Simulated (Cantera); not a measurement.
A perfectly stirred reactor is fed with CH4 : CO : O2 : N2 : H2O = 1 : 0.38 : 1.56 : 9.23 : 0.8 (molar parts), equivalence ratio 1.4, at 100000 Pa; it is adiabatic with a 425 K inlet, and is followed from long to short residence time, starting on the burning branch (τ in s: 0.28, 0.12, 0.049, 0.021, 0.0088, 0.0037, 0.0016, 0.00067, 0.00028, 0.00012, 5.1e-05, 2.1e-05, 9e-06).

Cantera simulation using GRI-Mech 3.0 (53 species, 325 reactions); the numbers are that mechanism's predictions, not measurements.

What does this change do: N2 9.23 to 6.9 parts?


```json
[
 {"quantity": "blow-out, bracketed by the residence times tried", "before": "burning at 8.80 ms, out at 3.70 ms", "after": "burning at 1.60 ms, out at 0.670 ms"},
 {"quantity": "x(CH4) at τ = 0.280 s", "before": "0.00319", "after": "0.000721"},
 {"quantity": "x(CO) at τ = 0.280 s", "before": "0.0415", "after": "0.0615"},
 {"quantity": "x(O2) at τ = 0.280 s", "before": "0.000826", "after": "0.000185"},
 {"quantity": "x(HO2) at τ = 0.280 s", "before": "1.52e-7", "after": "3.11e-8"},
 {"quantity": "x(H) at τ = 0.280 s", "before": "5.94e-5", "after": "0.000240"},
 {"quantity": "x(CH4) at τ = 1.60 ms", "before": "0.0771", "after": "0.00320"},
 {"quantity": "x(CO) at τ = 1.60 ms", "before": "0.0293", "after": "0.0671"},
 {"quantity": "x(O2) at τ = 1.60 ms", "before": "0.120", "after": "0.00775"},
 {"quantity": "x(HO2) at τ = 1.60 ms", "before": "<1e-12", "after": "4.34e-6"},
 {"quantity": "x(H) at τ = 1.60 ms", "before": "<1e-12", "after": "0.000966"}
]
```

What does this change do: inlet temperature 425 to 775 K?


| quantity | before | after |
|---|---|---|
| blow-out, bracketed by the residence times tried | burning at 8.80 ms, out at 3.70 ms | burning at 0.670 ms, out at 0.280 ms |
| x(CH4) at τ = 0.280 s | 0.00319 | 0.000135 |
| x(CO) at τ = 0.280 s | 0.0415 | 0.0526 |
| x(O2) at τ = 0.280 s | 0.000826 | 7.71e-5 |
| x(HO2) at τ = 0.280 s | 1.52e-7 | 1.41e-8 |
| x(H) at τ = 0.280 s | 5.94e-5 | 0.000453 |
| x(CH4) at τ = 1.60 ms | 0.0771 | 0.000709 |
| x(CO) at τ = 1.60 ms | 0.0293 | 0.0548 |
| x(O2) at τ = 1.60 ms | 0.120 | 0.00255 |
| x(HO2) at τ = 1.60 ms | <1e-12 | 1.13e-6 |
| x(H) at τ = 1.60 ms | <1e-12 | 0.00235 |
